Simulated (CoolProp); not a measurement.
Saturation properties of ammonia.

The numbers come from the reference Helmholtz-energy equation of state, Gao 2020 in CoolProp.

| T (K) | p (kPa) | liquid viscosity (µPa s) | vapour viscosity (µPa s) | liquid conductivity (mW/(m K)) |
|---|---|---|---|---|
| 268.8 | 363.7 | 178 | 8.92 | 573 |
| 274.1 | 444.7 | 168 | 9.08 | 556 |
| 279.3 | 537.2 | 159 | 9.24 | 541 |
| 284.6 | 646.2 | 151 | 9.41 | 525 |
| 289.9 | 771.5 | 143 | 9.57 | 510 |
| 295.1 | 911.8 | 136 | 9.74 | 495 |
| 300.4 | 1074 | 129 | 9.91 | 480 |
| 305.7 | 1258 | … | 10.1 | 465 |
| 311 | 1464 | 117 | 10.3 | 450 |
| 316.2 | 1690 | 111 | 10.4 | 435 |
| 321.5 | 1947 | 105 | … | 421 |
| 326.8 | 2233 | … | 10.8 | 407 |
| 332 | 2542 | 95.5 | 11.0 | 393 |
| 337.3 | 2889 | 90.9 | 11.2 | 379 |

What belongs in the gaps?


- 305.7, liquid viscosity (µPa s): 123
- 321.5, vapour viscosity (µPa s): 10.6
- 326.8, liquid viscosity (µPa s): 100

It boils at 239.8 K under 1 atm.

Viscosity comes from a separate model (Fenghour 1995). Thermal conductivity comes from a separate model (Tufeu 1984).
